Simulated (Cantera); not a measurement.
Charge: 1 mol SiC, 0.0072 mol Si, 0.14 mol H2, at 2500 K.

Equilibrium computed with Cantera from the NASA thermochemical tables; the gas is ideal and each condensed phase is pure. Candidate condensed phases: C, C6H6, C7H8, C8H18, Si, SiC; 87 gas species. Mutual solubility and eutectic melting of coexisting phases are not modelled. Gases not in the tables: Si2H6 and higher silanes. Equilibrium is a limit: real reactors are often held back by kinetics, nucleation or transport.

### Question
At 0.630 bar, list the 5 most abundant gas species with their mole fractions, and the condensed phases.

### Answer
H2 0.957, H 0.0310, Si 0.00754, SiH 0.00155, Si2C 0.00108. Condensed: Si(l) + SiC(s).
